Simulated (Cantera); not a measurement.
**Equilibrium for silicon nitride deposition: SiHCl3 + N2 + H2**

Charge: 1 mol SiHCl3, 0.25 mol N2, 1.6 mol H2, equilibrated at 602 °C and 32.0 Pa.

Cantera equilibrium calculation (NASA polynomials, part measured and part estimated; ideal gas, pure solids and liquids). Candidate condensed phases: NH4Cl, Si, Si3N4; 28 gas species. N2 is the only nitrogen source here; it is nearly inert below about 1500 K, so the nitride shown seldom forms there in practice. The tables' values for SiCl3 are old estimates; treat these amounts as uncertain. Rates play no part.

- x(H2) = 0.620
- x(SiCl4) = 0.208
- x(HCl) = 0.170
- x(SiHCl3) = 0.00166
- x(SiCl3) = 0.000325
- x(SiCl2) = 2.95e-5
- x(N2) = 7.56e-6
- x(SiH2Cl2) = 1.21e-6
- n(Si3N4(s)) = 0.125 mol
- gas amount = 2.976 mol
- log10 activity of Si(s) (absent) = -3.30
